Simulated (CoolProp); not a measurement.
Model: reference Helmholtz-energy equation of state, Thol 2019, in CoolProp.

Question: For n-hexane, give the phase and the Joule-Thomson coefficient (K/MPa), isothermal compressibility (1/MPa) at 1.25 °C and 7.61 MPa; 1.25 °C and 11.4 MPa; 1.25 °C and 15.2 MPa.

Answer: 
- 1.25 °C and 7.61 MPa: liquid; Joule-Thomson coefficient -0.450, isothermal compressibility 0.00123
- 1.25 °C and 11.4 MPa: liquid; Joule-Thomson coefficient -0.455, isothermal compressibility 0.00117
- 1.25 °C and 15.2 MPa: liquid; Joule-Thomson coefficient -0.460, isothermal compressibility 0.00112
